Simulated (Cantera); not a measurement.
Feed: 1 mol FeS2, 200 mol H2, 0.78 mol H2O, at 10.0 mbar.

Cantera equilibrium calculation (NASA polynomials, part measured and part estimated; ideal gas, pure solids and liquids). Candidate condensed phases: Fe, FeO, Fe(OH)2, Fe(OH)3, FeS, FeSO4, FeS2, Fe2O3, Fe2(SO4)3, Fe3O4, H2O, H2SO4, S; 22 gas species. Metal and sulfide melt together well below either melting point, which pure phases cannot show. Mutual solubility and eutectic melting of coexisting phases are not modelled. FeS: taken at fixed stoichiometry. Gases not in the tables: S3 to S7. Rates play no part.

x: gas mole fraction; n: condensed amount in mol.

```
T (°C)   x H2    x H2S    x H2O       x H      x Fe  n Fe(γ)  n FeS(s)  n Fe(δ)
------  -----  -------  -------  --------  --------  -------  --------  -------
1002    0.990  0.00623  0.00388   7.33e-6   5.28e-8    0.265     0.735        0
1052    0.988  0.00788  0.00388   1.63e-5   2.20e-7    0.623     0.377        0
1102    0.986  0.00946  0.00388   3.40e-5   8.21e-7    1.000         0        0
1152    0.986  0.00914  0.00388       [?]       [?]    0.999         0        0
1202    0.986  0.00871  0.00388  0.000129   8.74e-6    0.998         0        0
1252    0.987  0.00816  0.00388  0.000235   2.53e-5    0.995         0        0
1302    0.987  0.00752  0.00388  0.000413   6.83e-5    0.986         0        0
1352    0.986  0.00682  0.00387  0.000701  0.000173    0.965         0        0
1402    0.986  0.00610  0.00387   0.00115  0.000415        0         0    0.916
1452    0.985      [?]  0.00386       [?]       [?]        0         0      [?]
1502    0.983  0.00471  0.00385   0.00287   0.00204        0         0    0.588
```

Some entries are withheld; supply them.


- 1152, x H: 6.77e-5
- 1152, x Fe: 2.79e-6
- 1452, x H2S: 0.00539
- 1452, x H: 0.00184
- 1452, x Fe: 0.000942
- 1452, n Fe(δ): 0.810
